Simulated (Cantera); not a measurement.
Feed: 1 mol Si, 0.8 mol Cl₂, 2.5 mol H₂, a varied amount of HCl, at 1 atm.

Points: T (K) = 648, 748, 848, 948, 1048, 1148, 1248, 1348, 1448, 1548, 1648; n(HCl) (mol) = 0.63, 1.3, 1.9, 2.5, 3.1, 3.7, 4.4, 5.

Cantera's Mixture.equilibrate('TP', solver="vcs", rtol=1e-11, max_steps=5000) on the NASA tables stopped like this:

```
ERROR: FAILURE its = 5001!

*******************************************************************************
CanteraError thrown by MultiPhase::equilibrate:
VCS solver failed. Return code: -1
*******************************************************************************
```

### Question
What got this run through?

### Answer
One answer among several that fit: The failure is numerical, not chemical. The same input converged with solver="gibbs", rtol=1e-10, max_steps=50000, and the result passed a check of the equilibrium conditions:
```
    648       0.63  Si(cr)
    648        1.3  Si(cr)
    648        1.9  Si(cr)
    648        2.5  gas only
    648        3.1  gas only
    648        3.7  gas only
    648        4.4  gas only
    648          5  gas only
    748       0.63  Si(cr)
    748        1.3  Si(cr)
    748        1.9  Si(cr)
    748        2.5  gas only
    748        3.1  gas only
    748        3.7  gas only
    748        4.4  gas only
    748          5  gas only
    848       0.63  Si(cr)
    848        1.3  Si(cr)
    848        1.9  Si(cr)
    848        2.5  gas only
    848        3.1  gas only
    848        3.7  gas only
    848        4.4  gas only
    848          5  gas only
    948       0.63  Si(cr)
    948        1.3  Si(cr)
    948        1.9  Si(cr)
    948        2.5  gas only
    948        3.1  gas only
    948        3.7  gas only
    948        4.4  gas only
    948          5  gas only
   1048       0.63  Si(cr)
   1048        1.3  Si(cr)
   1048        1.9  Si(cr)
   1048        2.5  gas only
   1048        3.1  gas only
   1048        3.7  gas only
   1048        4.4  gas only
   1048          5  gas only
   1148       0.63  Si(cr)
   1148        1.3  Si(cr)
   1148        1.9  Si(cr)
   1148        2.5  gas only
   1148        3.1  gas only
   1148        3.7  gas only
   1148        4.4  gas only
   1148          5  gas only
   1248       0.63  Si(cr)
   1248        1.3  Si(cr)
   1248        1.9  Si(cr)
   1248        2.5  gas only
   1248        3.1  gas only
   1248        3.7  gas only
   1248        4.4  gas only
   1248          5  gas only
   1348       0.63  Si(cr)
   1348        1.3  Si(cr)
   1348        1.9  Si(cr)
   1348        2.5  gas only
   1348        3.1  gas only
   1348        3.7  gas only
   1348        4.4  gas only
   1348          5  gas only
   1448       0.63  Si(cr)
   1448        1.3  Si(cr)
   1448        1.9  Si(cr)
   1448        2.5  gas only
   1448        3.1  gas only
   1448        3.7  gas only
   1448        4.4  gas only
   1448          5  gas only
   1548       0.63  Si(cr)
   1548        1.3  Si(cr)
   1548        1.9  gas only
   1548        2.5  gas only
   1548        3.1  gas only
   1548        3.7  gas only
   1548        4.4  gas only
   1548          5  gas only
   1648       0.63  Si(cr)
   1648        1.3  Si(cr)
   1648        1.9  gas only
   1648        2.5  gas only
   1648        3.1  gas only
   1648        3.7  gas only
   1648        4.4  gas only
   1648          5  gas only
```

The gas is ideal and each condensed phase is pure. The tables' values for SiCl3 are old estimates.
